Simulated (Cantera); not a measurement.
Charge: 1 mol B, 0.29 mol O2, 0.11 mol H2, at 10.0 mbar.

Equilibrium computed with Cantera from the NASA thermochemical tables; the gas is ideal and each condensed phase is pure. Candidate condensed phases: B, B2O3, B3O3H3, H2O; 23 gas species. Mutual solubility and eutectic melting of coexisting phases are not modelled. Rates play no part.

**Question.** Which condensed phases are stable at each of these points (T (K)): 1373, 1423, 1473, 1523, 1573, 1623, 1673, 1723, 1773, 1823, 1873, 1923?

**Answer.** 
```tsv
T (K)	condensed phases	B condensed (%)
1373	B(s) + B2O3(l)	99.9
1423	B(s) + B2O3(l)	99.8
1473	B(s) + B2O3(l)	99.5
1523	B(s) + B2O3(l)	99.0
1573	B(s) + B2O3(l)	98.0
1623	B(s) + B2O3(l)	95.8
1673	B(s) + B2O3(l)	90.2
1723	B(s) + B2O3(l)	70.2
1773	B(s)	47.0
1823	B(s)	46.0
1873	B(s)	45.3
1923	B(s)	44.6
```

From 1373 K to 1723 K the condensed part is B(s) + B2O3(l). From 1773 K to 1923 K the condensed part is B(s).
